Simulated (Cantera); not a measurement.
Source: NASA polynomial tables (part measured, part estimated), evaluated in Cantera. Values are per mole of reaction as written; species without (g) are pure solids or liquids, kept so even where they would boil at 1 bar.

Question: Between 498 and 1298 K, where is each reaction favourable under standard conditions?
- 5 NO2(g) + 4 Nb → 5 N(g) + 2 Nb2O5

Answer: 
- 5 NO2(g) + 4 Nb → 5 N(g) + 2 Nb2O5: ΔG° is -1459 kJ at 498 K and -1289 kJ at 1298 K; it stays negative (K > 1). ΔH° is -1524 kJ and ΔS° -181 J/K at 1298 K.
